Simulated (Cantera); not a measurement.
An adiabatic, constant-volume homogeneous reactor starts with CH₄ : C₂H₆ : C₃H₈ : O₂ : N₂ = 1 : 0.059 : 0.17 : 9.26 : 34.8 (molar parts), equivalence ratio 0.33, at 1500 K and 300 Torr. Integrator tolerance rtol = 1e-08.

Model: GRI-Mech 3.0 (53 species, 325 reactions), integrated in Cantera. GRI-Mech 3.0 was tuned for natural gas; its chemistry of propane as a main component is partial and can be far from experiment.

Question: What does this change do: CH4 1 to 2 parts?

Answer: 
```json
[
 {"quantity": "time of steepest temperature rise", "before": "0.210 ms", "after": "0.291 ms"},
 {"quantity": "temperature at 0.300 s", "before": "2314 K", "after": "2588 K"},
 {"quantity": "equilibrium temperature", "before": "2314 K", "after": "2588 K"},
 {"quantity": "x(CH₄) at 0.300 s", "before": "<1e-12 (gas-phase equilibrium <1e-12)", "after": "<1e-12 (gas-phase equilibrium <1e-12)"},
 {"quantity": "x(C₂H₆) at 0.300 s", "before": "<1e-12 (gas-phase equilibrium <1e-12)", "after": "<1e-12 (gas-phase equilibrium <1e-12)"},
 {"quantity": "x(C₃H₈) at 0.300 s", "before": "<1e-12 (gas-phase equilibrium <1e-12)", "after": "<1e-12 (gas-phase equilibrium <1e-12)"},
 {"quantity": "x(CH₂O) at 0.300 s", "before": "<1e-12 (gas-phase equilibrium <1e-12)", "after": "1.05e-11 (gas-phase equilibrium 1.05e-11)"},
 {"quantity": "x(H₂O) at 0.300 s", "before": "0.0590 (gas-phase equilibrium 0.0590)", "after": "0.0903 (gas-phase equilibrium 0.0903)"}
]
```

Question: What does this change do: initial temperature 1500 to 1675 K?

Answer: 
| quantity | before | after |
|---|---|---|
| time of steepest temperature rise | 0.210 ms | 73.2 µs |
| temperature at 0.300 s | 2314 K | 2422 K |
| equilibrium temperature | 2314 K | 2422 K |
| x(CH₄) at 0.300 s | <1e-12 (gas-phase equilibrium <1e-12) | <1e-12 (gas-phase equilibrium <1e-12) |
| x(C₂H₆) at 0.300 s | <1e-12 (gas-phase equilibrium <1e-12) | <1e-12 (gas-phase equilibrium <1e-12) |
| x(C₃H₈) at 0.300 s | <1e-12 (gas-phase equilibrium <1e-12) | <1e-12 (gas-phase equilibrium <1e-12) |
| x(CH₂O) at 0.300 s | <1e-12 (gas-phase equilibrium <1e-12) | <1e-12 (gas-phase equilibrium <1e-12) |
| x(H₂O) at 0.300 s | 0.0590 (gas-phase equilibrium 0.0590) | 0.0569 (gas-phase equilibrium 0.0569) |
